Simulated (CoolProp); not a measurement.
Methane at 273.18 K and 5.55 MPa is throttled through a valve to 1.75 MPa with no heat exchange. Each further row changes one setting.

Computed with CoolProp (reference Helmholtz-energy equation of state, Setzmann 1991).

```tsv
case	temperature change (K)	final density (kg/m³)
as stated	-20.4	…
outlet pressure 0.525 MPa	…	…
outlet pressure 2.27 MPa	-17.3	…
```

Task: Some entries are withheld; supply them.

Result: 
- as stated, final density (kg/m³): 14.1
- outlet pressure 0.525 MPa, temperature change (K): -28.0
- outlet pressure 0.525 MPa, final density (kg/m³): 4.21
- outlet pressure 2.27 MPa, final density (kg/m³): 18.4
